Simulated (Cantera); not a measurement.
# Hydrogen reduction and annealing atmospheres: SiO₂ + H₂

Charge: 1 mol SiO₂, 21 mol H₂, at 0.370 bar.

These are equilibrium values from Cantera (NASA tables, ideal gas, pure condensed phases), not measurements of a reactor. Candidate condensed phases: H₂O, Si, SiO₂; 18 gas species. The tables hold silica as quartz up to 1696 K and as liquid above; real silica turns to tridymite and cristobalite and melts near 1996 K. Gases not in the tables: Si(OH)₄. Kinetics and transport are ignored.

From 925 °C to 1375 °C the condensed part is SiO₂(β-quartz). From 1525 °C to 1675 °C the condensed part is SiO₂(condensed). At 1825 °C the condensed part is SiO₂(l).

```csv
T (°C),x H₂,x SiO,x H₂O,x H,n SiO₂(β-quartz),n SiO₂(condensed),n SiO₂(l)
925,1.000,2.68e-7,2.87e-7,3.13e-7,1.000,0,0
1075,1.000,5.85e-6,5.86e-6,3.80e-6,1.000,0,0
1225,1.000,6.61e-5,6.61e-5,2.82e-5,0.999,0,0
1375,0.999,0.000474,0.000474,0.000146,0.990,0,0
1525,0.995,0.00238,0.00238,0.000577,0,0.950,0
1675,0.980,0.00910,0.00910,0.00184,0,0.807,0
1825,0.939,0.0280,0.0280,0.00490,0,0,0.394
```
x: gas mole fraction; n: condensed amount in mol.
